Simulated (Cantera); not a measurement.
Input (Python, Cantera) and output of one run.

```python
import numpy as np
import cantera as ct

gas_names = """
    C CO CO2 C2 C2O C3 C3O2 C4 C5 Mg MgO Mg2 O O2 O3
""".split()
cond_names = """
    C(gr) Mg(cr) Mg(L) MgCO3(s) MgO(s) MgO(L)
""".split()


# ... load() reads the species with a 1 bar reference pressure and builds the phases ...
atoms = {
    'MgO': {'Mg': 1, 'O': 1},
    'C': {'C': 1},
    'CO': {'C': 1, 'O': 1},
}
top_T = {'C(gr)': 4500}  # K; cautious upper limits of use, not melting points


# ... equilibrate(T, P, feed) seeds the gas with the atoms and calls Mixture.equilibrate('TP', solver="vcs", rtol=1e-11, max_steps=5000) ...
results = []
feed = {'MgO': 1, 'C': 7, 'CO': 0.89}  # mol
P = 133.322  # Pa
for T in [850, 925, 1000, 1075, 1150, 1225, 1300, 1375]:
    mix = equilibrate(T, P, feed)
    results.append((T, P, feed, dict(zip(mix.species_names, mix.species_moles))))

top = {s: max(r[3][s] / sum(r[3][g] for g in gas_names) for r in results) for s in gas_names}
cols = sorted((s for s in top if top[s] > 1e-05), key=lambda s: -top[s])[:8]
seen = [c for c in cond_names if any(r[3].get(c, 0) > 1e-12 for r in results)]
print("log10 of partial pressures in bar; condensed amounts in mol")
print(f"{'T/K':>10s}" + "".join(f"{s[:9]:>10s}" for s in cols + seen))
for T, P, feed, n in results:
    ng = sum(n[g] for g in gas_names)
    print(f"{T:10.4g}" + "".join(f"{np.log10(max(n[s] / ng * P / 1e5, 1e-99)):10.3f}" for s in cols)
          + "".join(f"{n.get(c, 0):10.4g}" for c in seen))
```

It prints:

```
log10 of partial pressures in bar; condensed amounts in mol
       T/K        CO       CO2        Mg     C(gr)    MgO(s)
       850    -2.887    -4.441   -20.043     7.024         1
       925    -2.877    -5.276   -16.907     7.004         1
      1000    -2.875    -5.997   -14.240     7.001         1
      1075    -2.875    -6.617   -11.950         7         1
      1150    -2.875    -7.154    -9.962         7         1
      1225    -2.875    -7.623    -8.222         7         1
      1300    -2.875    -8.037    -6.687         7    0.9999
      1375    -2.877    -8.406    -5.321     6.997    0.9968
```

Equilibrium computed with Cantera from the NASA thermochemical tables; the gas is ideal and each condensed phase is pure.
